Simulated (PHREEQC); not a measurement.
Solution (22 °C): 2.3 mol NaBr, 0.13 mol MgSO4 and 0.69 mol LiCl per kg of water. Closed to the air; pH follows from the charge balance.

Computed with PHREEQC (Pitzer model, pitzer.dat).

```json
[
 {"quantity": "HSO4- (mol/kgw)", "before": "2.62e-7", "after": "2.26e-7"},
 {"quantity": "SI of Mirabilite (Na2SO4:10H2O)", "before": "-1.11", "after": "-1.95"},
 {"quantity": "SI of Halite (NaCl)", "before": "-1.57", "after": "-2.40"}
]
```

**Question.** Name the change that produced these shifts.
A) LiCl from 0.69 to 1.38 mol/kgw
B) MgSO4 from 0.13 to 0.026 mol/kgw
C) LiCl from 0.69 to 0.138 mol/kgw
D) NaBr from 2.3 to 0.46 mol/kgw
E) LiCl replaced by HCl at the same molality

**Answer.** D, NaBr from 2.3 to 0.46 mol/kgw

This is a speciation only: nothing precipitates in the calculation.
